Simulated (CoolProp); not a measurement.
Vapour-liquid equilibrium of carbon dioxide (1) + CH2F2 (R32) (2) at 229.8 K; x and y are mole fractions of (1).

Values from CoolProp's multi-fluid Helmholtz-energy mixture model, Span 1996 and Tillner-Roth 1997; pair parameters Bell 2016.

Task: Give the bubble pressure and the first vapour's composition at x = 0.575, 0.8, 0.875. Is there an azeotrope?

Result: x = 0.575: 5.801 bar, y = 0.870; x = 0.8: 7.393 bar, y = 0.947; x = 0.875: 7.932 bar, y = 0.968. No azeotrope shows between x = 0.05 and 0.95.

Pair parameters are fitted to limited data, so mixtures are less certain than the pure fluids.
